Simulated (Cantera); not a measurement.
Mixture: 35.3 % H2, 11.8 % O2, 44.1 % N2, 8.82 % H2O, equivalence ratio 1.5, at 380000 Pa, adiabatic and at constant volume. Ignition delay is the time to a rise of 400 K.

Model: the H2/O2 subset of GRI-Mech 3.0, which has no nitrogen chemistry, integrated in Cantera. The hydrogen kinetics of GRI-Mech 3.0 are dated; newer H2 mechanisms differ, most at raised pressure. Where the delays flatten at high temperature, the 400 K rule measures the pace of heat release, not the induction time.

Predict: delay at 1200 K; delay at 1250 K; delay at 1300 K; delay at 1350 K; delay at 1400 K; delay at 1450 K; delay at 1500 K; apparent activation energy between 1400 and 1500 K.


| Property | Value |
|---|---|
| delay at 1200 K | 48.4 µs |
| delay at 1250 K | 18.8 µs |
| delay at 1300 K | 11.5 µs |
| delay at 1350 K | 8.15 µs |
| delay at 1400 K | 6.23 µs |
| delay at 1450 K | 5.00 µs |
| delay at 1500 K | 4.14 µs |
| apparent activation energy between 1400 and 1500 K | 71 kJ/mol |
